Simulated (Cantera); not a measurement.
Charge: 1 mol CaCO3, 0.045 mol C, 1.8 mol CO2, held at 6.10 bar.

Method: chemical equilibrium by Gibbs-energy minimisation in Cantera with the NASA 1993 tables (ideal gas, pure condensed phases). Candidate condensed phases: C, Ca, CaCO3, CaO; 15 gas species. Rates play no part. All values below are at 1125 °C.

Base state: CO2 0.968, CO 0.0316 (mole fractions); condensed: CaO(s).

Task: What changes in the equilibrium state with this change: C from 0.045 to 0.016 mol?

Result: 
| species | before | after |
|---|---|---|
| CO2 | 0.968 | 0.989 |
| CO | 0.0316 | 0.0114 |
| CaO(s), mol | 1.00 | 1.00 |
